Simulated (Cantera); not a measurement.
Feed: 1 mol SiH4, 0.031 mol CH4, 18 mol H2, 0.033 mol C2H2, held at 1952 °C and 0.320 bar.

Equilibrium computed with Cantera from the NASA thermochemical tables; the gas is ideal and each condensed phase is pure. Candidate condensed phases: C, C6H6, C7H8, C8H18, Si, SiC; 87 gas species. Mutual solubility and eutectic melting of coexisting phases are not modelled. Gases not in the tables: Si2H6 and higher silanes. Rates play no part.

Base state: H2 0.986, H 0.0114, Si 0.00146, SiH 0.000347, SiH2 0.000330, Si2C 9.35e-5, C2H2 (acetylene) 3.87e-5, Si2 2.46e-5 (mole fractions); condensed: Si(l) + SiC(s).

Task: What changes in the equilibrium state with this change: temperature from 1952 °C to 1150 °C?

Result: 
```csv
species,before,after
H2,0.986,1.000
H,0.0114,1.18e-5
SiH2,0.000330,5.28e-7
Si,0.00146,4.79e-9
Si2C,9.35e-5,<1e-9
C2H2 (acetylene),3.87e-5,<1e-9
SiH,0.000347,1.21e-8
"Si(l), mol",0.858,0
"SiC(s), mol",0.0932,0.0969
"Si(s), mol",0,0.903
```

Task: What changes in the equilibrium state with this change: SiH4 replaced by SiHCl3?

Result: 
| species | before | after |
|---|---|---|
| H2 | 0.986 | 0.862 |
| HCl | 0 | 0.101 |
| SiCl2 | 0 | 0.0223 |
| H | 0.0114 | 0.0106 |
| SiCl | 0 | 0.00101 |
| Cl | 0 | 0.000905 |
| Si(l), mol | 0.858 | 0.383 |
| SiC(s), mol | 0.0932 | 0.0935 |
The tables' values for SiCl, SiCl3 are old estimates; treat these amounts as uncertain.
